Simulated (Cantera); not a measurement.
Mixture: CO : H2 : O2 : N2 : CO2 = 1 : 0.035 : 0.287 : 2.01 : 0.42 (molar parts), equivalence ratio 1.8, at 20.0 bar, adiabatic and at constant pressure. Ignition delay is the time to a rise of 400 K.

Detailed kinetics in Cantera: GRI-Mech 3.0 (53 species, 325 reactions). The hydrogen kinetics of GRI-Mech 3.0 are dated; newer H2 mechanisms differ, most at raised pressure. The pressure lies above the range GRI-Mech 3.0 was tuned for (to about 10 atm).

Problem. Predict: delay at 1023 K; delay at 1123 K; delay at 1223 K; delay at 1323 K; delay at 1423 K; apparent activation energy between 1323 and 1423 K.

Solution. 
```json
{
 "delay at 1023 K": "3.19 ms",
 "delay at 1123 K": "0.453 ms",
 "delay at 1223 K": "91.9 µs",
 "delay at 1323 K": "26.2 µs",
 "delay at 1423 K": "11.5 µs",
 "apparent activation energy between 1323 and 1423 K": "130 kJ/mol"
}
```
